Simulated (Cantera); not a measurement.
An isothermal, constant-pressure homogeneous reactor starts with 58.8 % NH₃, 41.2 % N₂, at 1925 K and 1.60 bar.

Cantera simulation using the gas-phase N/H chemistry of the illustrative SiF4/NH3 mechanism in the Surface Chemkin manual (1991); the numbers are that mechanism's predictions, not measurements. Walls and surfaces, which speed up NH3 decomposition in real reactors, are not modelled.

One state of this run: x NH₃ = 0.441; x N₂ = 0.420; x N₂H₂ = 1.78e-6; x N = 2.61e-7; x NH = 6.41e-6; x NH₂ = 0.000512; x N₂H₄ = 3.65e-7. x: mole fraction; the columns are a selection and need not sum to one.

Problem. Which value of t (s) does it belong to?
(A) 0.0132
(B) 0.000570
(C) 2.47
(D) 0.00462

Solution. A, 0.0132
